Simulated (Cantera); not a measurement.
Feed: 1 mol SiH4, 12 mol H2, at 2150 K.

These are equilibrium values from Cantera (NASA tables, ideal gas, pure condensed phases), not measurements of a reactor. Candidate condensed phases: Si; 9 gas species. Gases not in the tables: Si2H6 and higher silanes. Kinetics and transport are ignored.

Problem. Which condensed phases are stable at each of these points (P (Pa)): 100, 320, 1000, 3200, 10000, 32000, 100000?

Solution. 
```tsv
P (Pa)	condensed phases	Si condensed (%)
100	gas only	0.0
320	gas only	0.0
1000	Si(l)	64.0
3200	Si(l)	88.4
10000	Si(l)	95.9
32000	Si(l)	98.4
100000	Si(l)	99.2
```

From 1.00 mbar to 3.20 mbar nothing is condensed. From 10.0 mbar to 1.00 bar the condensed part is Si(l).
